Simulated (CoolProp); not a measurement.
Vapour-liquid equilibrium of dimethyl ether (1) + 1-butene (2) at 9.87 bar; x and y are mole fractions of (1).

Values from CoolProp's multi-fluid Helmholtz-energy mixture model, Wu 2011 and Lemmon 2005; pair parameters Bell 2016.

```csv
x,"bubble temperature, mixture model (°C)","bubble temperature, Raoult's law (°C)","y, mixture model","y, Raoult's law"
0.05,68.8,69.3,0.090,0.090
0.125,65.4,66.6,0.209,0.212
0.2,[?],64.0,[?],0.321
0.275,59.7,61.6,0.406,0.419
0.35,57.3,59.4,0.488,0.506
0.425,55.1,57.2,0.562,0.585
0.5,53.1,55.2,0.629,0.656
0.575,51.4,53.3,0.691,0.721
0.65,49.8,51.5,0.749,0.781
0.725,48.4,49.8,0.804,0.835
0.8,47.0,48.1,0.858,0.885
0.875,[?],46.5,[?],0.931
0.95,44.7,45.0,0.964,0.973
```

### Question
Fill in the missing entries.

### Answer

- 0.2, bubble temperature, mixture model (°C): 62.4
- 0.2, y, mixture model: 0.314
- 0.875, bubble temperature, mixture model (°C): 45.8
- 0.875, y, mixture model: 0.911

The largest gap from Raoult's law is -2.1 K in bubble temperature, at x = 0.425. No azeotrope shows between x = 0.05 and 0.95.

Pair parameters are fitted to limited data, so mixtures are less certain than the pure fluids.
